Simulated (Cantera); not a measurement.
Charge: 1 mol SiO2, 4.1 mol Cl2, held at 1625 °C and 1100 Pa.

Equilibrium computed with Cantera from the NASA thermochemical tables; the gas is ideal and each condensed phase is pure. Candidate condensed phases: Si, SiO2; 15 gas species. The tables' values for SiCl3 are old estimates; treat these amounts as uncertain. The tables hold silica as quartz up to 1696 K and as liquid above; real silica turns to tridymite and cristobalite and melts near 1996 K. Equilibrium is a limit: real reactors are often held back by kinetics, nucleation or transport.

Base state: Cl 0.957, Cl2 0.0421, O2 0.000285, SiCl4 0.000244, SiO 8.79e-5, O 4.73e-5, SiCl3 3.01e-5, ClO 2.77e-5 (mole fractions); condensed: SiO2(condensed).

### Question
What changes in the equilibrium state with this change: temperature from 1625 °C to 625 °C?

### Answer
```json
[
 {"species": "Cl2", "before": "0.0421", "after": "0.999"},
 {"species": "Cl", "before": "0.957", "after": "0.000679"},
 {"species": "SiCl4", "before": "0.000244", "after": "1.16e-6"},
 {"species": "O2", "before": "0.000285", "after": "1.16e-6"},
 {"species": "SiO", "before": "8.79e-5", "after": "<1e-9"},
 {"species": "O", "before": "4.73e-5", "after": "<1e-9"},
 {"species": "SiCl3", "before": "3.01e-5", "after": "<1e-9"},
 {"species": "ClO", "before": "2.77e-5", "after": "6.47e-9"},
 {"species": "SiO2(condensed), mol", "before": "0.997", "after": "0"},
 {"species": "SiO2(β-quartz), mol", "before": "0", "after": "1.000"}
]
```
